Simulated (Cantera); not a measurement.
A Cantera script and what it prints.

```python
import numpy as np
import cantera as ct

gas_names = [...]  # 110 gases of nasa_gas.yaml made of C, H, O
cond_names = """
    C(gr) C6H6(L) C7H8(L) C8H18(L),n-octa H2O(s) H2O(L)
""".split()


# ... load() reads the species with a 1 bar reference pressure and builds the phases ...
atoms = {
    'CO': {'C': 1, 'O': 1},
    'O2': {'O': 2},
    'H2': {'H': 2},
}
top_T = {'C(gr)': 4500}  # K; cautious upper limits of use, not melting points


# ... equilibrate(T, P, feed) seeds the gas with the atoms and calls Mixture.equilibrate('TP', solver="vcs", rtol=1e-11, max_steps=5000) ...
results = []
T = 723  # K
P = 10000  # Pa
for m in [1.7, 7, 12, 18, 23, 28, 34, 39, 44, 49]:
    feed = {'CO': 1, 'O2': 0.28, 'H2': m}  # mol
    mix = equilibrate(T, P, feed)
    results.append((T, P, feed, dict(zip(mix.species_names, mix.species_moles))))

top = {s: max(r[3][s] / sum(r[3][g] for g in gas_names) for r in results) for s in gas_names}
cols = sorted((s for s in top if top[s] > 1e-06), key=lambda s: -top[s])[:6]
seen = [c for c in cond_names if any(r[3].get(c, 0) > 1e-12 for r in results)]
print("log10 of partial pressures in bar; condensed amounts in mol")
print(f"{'n(H2)':>10s}" + "".join(f"{s[:9]:>10s}" for s in cols + seen))
for T, P, feed, n in results:
    ng = sum(n[g] for g in gas_names)
    print(f"{feed['H2']:10.4g}" + "".join(f"{np.log10(max(n[s] / ng * P / 1e5, 1e-99)):10.3f}" for s in cols)
          + "".join(f"{n.get(c, 0):10.4g}" for c in seen))
```

Output:

```
log10 of partial pressures in bar; condensed amounts in mol
     n(H2)        H2       H2O       CO2       CH4        CO     C(gr)
       1.7    -1.419    -1.539    -1.667    -2.111    -2.431    0.3199
         7    -1.190    -1.706    -2.699    -1.891    -3.067         0
        12    -1.109    -1.878    -3.543    -2.071    -3.659         0
        18    -1.070    -2.048    -4.213    -2.242    -4.119         0
        23    -1.053    -2.156    -4.601    -2.349    -4.383         0
        28    -1.043    -2.242    -4.903    -2.436    -4.588         0
        34    -1.035    -2.328    -5.193    -2.522    -4.784         0
        39    -1.030    -2.389    -5.393    -2.583    -4.919         0
        44    -1.027    -2.442    -5.568    -2.636    -5.036         0
        49    -1.024    -2.490    -5.721    -2.683    -5.140         0
```

Method: chemical equilibrium by Gibbs-energy minimisation in Cantera with the NASA 1993 tables (ideal gas, pure condensed phases).
